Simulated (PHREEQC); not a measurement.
Make-up at 25 °C: 5.4 mol/kgw KOH and 0.15 mol/kgw CaCl2. Closed to the air; pH follows from the charge balance.

The numbers come from PHREEQC with the Pitzer model, pitzer.dat.

**Question.** The ionic strength comes out as 5.85 mol/kgw. What activity coefficients do Cl-, OH-, K+, Ca+2 get?

**Answer.** Cl- 0.61, OH- 3.1, K+ 1.0, Ca+2 0.00014. Single-ion values are on the MacInnes scale.

No solid was allowed to form. Saturation is exceeded, for instance for Portlandite; the values hold only as long as no solid forms. Species that the database lacks are ignored. In brines, pH and single-ion activities rest on the MacInnes convention.
